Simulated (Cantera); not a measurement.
Feed: 1 mol SiCl₄, 0.55 mol HCl, a varied amount of H₂, equilibrated at 1500 K and 3.90 Torr.

Equilibrium computed with Cantera from the NASA thermochemical tables; the gas is ideal and each condensed phase is pure. Candidate condensed phases: Si; 19 gas species. The tables' values for SiCl₃ are old estimates; treat these amounts as uncertain. Equilibrium is a limit: real reactors are often held back by kinetics, nucleation or transport.

x: gas mole fraction; n: condensed amount in mol.

| n(H₂) (mol) | x H₂ | x HCl | x SiCl₂ | x H | x SiCl₃ | x Cl | n Si(s) |
|---|---|---|---|---|---|---|---|
| 60 | 0.937 | 0.0531 | 0.00966 | 0.000236 | 9.51e-5 | 1.08e-5 | 0.389 |
| 95 | 0.958 | 0.0372 | 0.00465 | 0.000239 | 3.17e-5 | 7.48e-6 | 0.542 |
| 130 | 0.968 | 0.0288 | 0.00275 | 0.000240 | 1.44e-5 | 5.75e-6 | 0.633 |
| 160 | 0.974 | ___ | ___ | 0.000241 | 8.42e-6 | ___ | 0.686 |
| 200 | 0.979 | 0.0199 | 0.00129 | 0.000241 | 4.66e-6 | 3.95e-6 | 0.736 |
| 230 | 0.981 | 0.0175 | 0.00101 | 0.000242 | 3.20e-6 | 3.48e-6 | 0.764 |
| 270 | 0.984 | 0.0152 | 0.000752 | 0.000242 | 2.07e-6 | 3.01e-6 | 0.793 |
| 300 | 0.985 | 0.0138 | 0.000620 | 0.000242 | 1.55e-6 | 2.73e-6 | 0.810 |
| 340 | 0.987 | 0.0123 | 0.000492 | 0.000243 | 1.09e-6 | 2.43e-6 | 0.829 |
| 370 | 0.988 | 0.0114 | 0.000420 | 0.000243 | 8.62e-7 | 2.25e-6 | 0.841 |
| 410 | 0.989 | 0.0103 | 0.000346 | 0.000243 | 6.46e-7 | 2.04e-6 | 0.855 |
| 440 | 0.990 | 0.00967 | ___ | 0.000243 | 5.29e-7 | 1.91e-6 | 0.863 |
| 480 | 0.991 | 0.00891 | 0.000257 | 0.000243 | 4.14e-7 | 1.76e-6 | 0.873 |

Q: Complete the blanks.

A: 
- 440, x SiCl₂: 0.000303
- 160, x HCl: 0.0241
- 160, x SiCl₂: 0.00192
- 160, x Cl: 4.81e-6
